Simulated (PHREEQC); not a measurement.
Make-up at 20 °C: 0.023 mol Al2(SO4)3 per kg of water. Closed to the air; pH follows from the charge balance.

Model: ion-association model, phreeqc.dat, run in PHREEQC.

pH: 4.01
ionic strength: 0.0866 mol/kgw

```
species    molality  activity   log γ
---------  --------  --------  ------
AlSO4+       0.0322    0.0254  -0.104
SO4-2        0.0206   0.00809  -0.405
Al(SO4)2-   0.00806   0.00634  -0.104
Al+3        0.00552   0.00106  -0.717
AlOH+2     0.000193   7.83e-5  -0.392
H+         0.000116   9.66e-5  -0.080
HSO4-       8.64e-5   6.83e-5  -0.102
Al(OH)2+    5.07e-6   4.05e-6  -0.098
AlHSO4+2    5.33e-7   2.09e-7  -0.407
Al(OH)3     4.13e-9   4.21e-9   0.009
```

No solid was allowed to form. Saturation is exceeded, for instance for Gibbsite (slow to form); the values hold only as long as no solid forms.
